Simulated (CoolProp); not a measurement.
Cyclopentane at 293.15 K and 1.54 MPa is throttled through a valve to 0.592 MPa with no heat exchange. Each further row changes one setting.

The numbers come from the reference Helmholtz-energy equation of state, Gedanitz 2015 in CoolProp.

```csv
case,temperature change (K),final density (kg/m³)
as stated,+0.4,745
outlet pressure 0.178 MPa,+0.6,745
outlet pressure 0.77 MPa,+0.4,746
```
